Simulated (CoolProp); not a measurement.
A simple Rankine cycle with n-pentane: condensing at 300.15 K, boiler at 2.75 MPa, turbine inlet 461.6 K, turbine efficiency 0.65, pump efficiency 0.8, no recuperator. Each further row changes one setting.

Computed with CoolProp (reference Helmholtz-energy equation of state, Thol 2019).

| case | thermal efficiency (%) | net work (kJ/kg) | heat in (kJ/kg) | turbine exit temperature (K) | volume ratio over the turbine |
|---|---|---|---|---|---|
| as stated | 14.6 | 88.3 | 603 | 380.2 | ___ |
| turbine inlet 481.6 K | 14.6 | 98.1 | ___ | 408.2 | 46.7 |
| condensing temperature 292.15 K | 15.5 | 96.2 | ___ | ___ | 72.8 |
| boiler pressure 1.92 MPa | 13.8 | 88.8 | ___ | ___ | ___ |
| turbine efficiency 0.55 | 12.3 | ___ | 603 | 387.2 | 55.3 |

### Question
What belongs in the gaps?

### Answer

- as stated, volume ratio over the turbine: 54.2
- turbine inlet 481.6 K, heat in (kJ/kg): 672
- condensing temperature 292.15 K, heat in (kJ/kg): 622
- condensing temperature 292.15 K, turbine exit temperature (K): 376.1
- boiler pressure 1.92 MPa, heat in (kJ/kg): 645
- boiler pressure 1.92 MPa, turbine exit temperature (K): 399.9
- boiler pressure 1.92 MPa, volume ratio over the turbine: 29.9
- turbine efficiency 0.55, net work (kJ/kg): 73.9
